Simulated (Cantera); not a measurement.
SiCl4 + H2O + H2 + O3 (silicon oxide and oxynitride deposition)

Input: 1 mol SiCl4, a varied amount of H2O, 0.84 mol H2, 1.3 mol O3, held at 1623 K and 0.660 bar.

These are equilibrium values from Cantera (NASA tables, ideal gas, pure condensed phases), not measurements of a reactor. Candidate condensed phases: H2O, Si, SiO2; 30 gas species. The tables hold silica as quartz up to 1696 K and as liquid above; real silica turns to tridymite and cristobalite and melts near 1996 K. Gases not in the tables: Si(OH)4. Equilibrium is a limit: real reactors are often held back by kinetics, nucleation or transport.

```json
[
 {"n(H2O) (mol)": "1.5", "log p H2O": "-1.17", "log p HCl": "-0.40", "log p O2": "-0.80", "log p Cl2": "-1.70", "log p Cl": "-1.75", "log p OH": "-3.79", "log p ClO": "-3.82", "n SiO2(β-quartz)": "1.00"},
 {"n(H2O) (mol)": "2.2", "log p H2O": "-0.92", "log p HCl": "-0.43", "log p O2": "-0.84", "log p Cl2": "-2.02", "log p Cl": "-1.91", "log p OH": "-3.68", "log p ClO": "-4.00", "n SiO2(β-quartz)": "1.00"},
 {"n(H2O) (mol)": "3.1", "log p H2O": "-0.74", "log p HCl": "-0.48", "log p O2": "-0.88", "log p Cl2": "-2.31", "log p Cl": "-2.06", "log p OH": "-3.60", "log p ClO": "-4.17", "n SiO2(β-quartz)": "1.00"},
 {"n(H2O) (mol)": "4.5", "log p H2O": "-0.60", "log p HCl": "-0.54", "log p O2": "-0.95", "log p Cl2": "-2.63", "log p Cl": "-2.22", "log p OH": "-3.54", "log p ClO": "-4.37", "n SiO2(β-quartz)": "1.00"},
 {"n(H2O) (mol)": "6.5", "log p H2O": "-0.49", "log p HCl": "-0.63", "log p O2": "-1.04", "log p Cl2": "-2.95", "log p Cl": "-2.38", "log p OH": "-3.51", "log p ClO": "-4.57", "n SiO2(β-quartz)": "1.00"},
 {"n(H2O) (mol)": "9.4", "log p H2O": "-0.40", "log p HCl": "-0.73", "log p O2": "-1.14", "log p Cl2": "-3.29", "log p Cl": "-2.54", "log p OH": "-3.49", "log p ClO": "-4.79", "n SiO2(β-quartz)": "1.00"},
 {"n(H2O) (mol)": "14", "log p H2O": "-0.34", "log p HCl": "-0.85", "log p O2": "-1.27", "log p Cl2": "-3.66", "log p Cl": "-2.73", "log p OH": "-3.49", "log p ClO": "-5.04", "n SiO2(β-quartz)": "1.00"},
 {"n(H2O) (mol)": "20", "log p H2O": "-0.29", "log p HCl": "-0.97", "log p O2": "-1.39", "log p Cl2": "-4.01", "log p Cl": "-2.91", "log p OH": "-3.50", "log p ClO": "-5.27", "n SiO2(β-quartz)": "1.00"},
 {"n(H2O) (mol)": "28", "log p H2O": "-0.26", "log p HCl": "-1.09", "log p O2": "-1.51", "log p Cl2": "-4.35", "log p Cl": "-3.07", "log p OH": "-3.52", "log p ClO": "-5.50", "n SiO2(β-quartz)": "1.00"}
]
```
log p: log10 of the partial pressure in bar; n: condensed amount in mol.

From 1.5 mol H2O to 28 mol H2O the condensed part is SiO2(β-quartz).
